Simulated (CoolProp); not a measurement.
Properties of R22 at several states.

Model: reference Helmholtz-energy equation of state, Kamei 1995, in CoolProp.

```
T (K)  p (MPa)  phase  cp (kJ/(kg K))  speed of sound (m/s)  expansivity (1/kK)  viscosity (µPa s)  fugacity coefficient
-----  -------  -----  --------------  --------------------  ------------------  -----------------  --------------------
454.6   0.0866    gas          0.8148                 222.2               2.223               20.7                0.9971
378.9    0.494    gas          0.7646                 200.0               2.947               17.5                     …
427.2     1.17    gas               …                     …                   …               19.6                     …
431.4    0.106    gas               …                     …               2.354                  …                0.9958
```

Question: Complete the blanks.

Answer: 
- 378.9, fugacity coefficient: 0.9690
- 427.2, cp (kJ/(kg K)): 0.8276
- 427.2, speed of sound (m/s): 208.7
- 427.2, expansivity (1/kK): 2.801
- 427.2, fugacity coefficient: 0.9521
- 431.4, cp (kJ/(kg K)): 0.7948
- 431.4, speed of sound (m/s): 216.6
- 431.4, viscosity (µPa s): 19.8

Viscosity comes from a separate model (Bell 2016), an estimate that may be off by 10 % or more.
